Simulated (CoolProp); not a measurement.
The fluid at 298.15 K and 10.7 MPa (stagnation) flows isentropically through a choked orifice. The same conditions are run with several fluids, on thermodynamics alone (safety and materials aside).

Model: reference Helmholtz-energy equation of state of each fluid (carbon monoxide: Lemmon 2006; fluorine: de Reuck 1990; oxygen: Schmidt 1985; ethylene: Smukala 2000), in CoolProp.

```
fluid            throat to inlet pressure ratio  mass flux (kg/(m² s))  throat temperature (K)
---------------  ------------------------------  ---------------------  ----------------------
carbon monoxide                      (withheld)             (withheld)                   243.8
fluorine                             (withheld)             (withheld)                   248.4
oxygen                               (withheld)                  27800              (withheld)
ethylene                                  0.443                  57000              (withheld)
```

Task: What belongs in the gaps?

Result: 
- carbon monoxide, throat to inlet pressure ratio: 0.509
- carbon monoxide, mass flux (kg/(m² s)): 25700
- fluorine, throat to inlet pressure ratio: 0.522
- fluorine, mass flux (kg/(m² s)): 29600
- oxygen, throat to inlet pressure ratio: 0.516
- oxygen, throat temperature (K): 244.8
- ethylene, throat temperature (K): 279.6
